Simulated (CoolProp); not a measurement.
A single-stage vapour-compression cycle with fluoroethane (R161): evaporating at 237.15 K (dew point), condensing at 273.15 K (bubble point), superheat 5 K, subcooling 0 K, compressor efficiency 0.65, no pressure losses. Each further row changes one setting.

Computed with CoolProp (reference Helmholtz-energy equation of state, Wu 2012).

```
case                              cooling COP  pressure ratio  discharge temperature (K)  refrigerating effect (kJ/kg)  volumetric capacity (kJ/m³)
--------------------------------  -----------  --------------  -------------------------  ----------------------------  ---------------------------
as stated                                3.72            4.02                      326.3                           355                          954
evaporating temperature 242.15 K         4.49            3.22                      318.4                           360                         1190
condensing temperature 268.15 K          4.40            3.39                      316.1                           366                          982
subcooling 5 K                           3.83            4.02                      326.3                           366                          982
superheat 15 K                           3.67            4.02                      337.2                           366                          941
compressor efficiency 0.55               3.14            4.02                      338.6                           355                          954
```
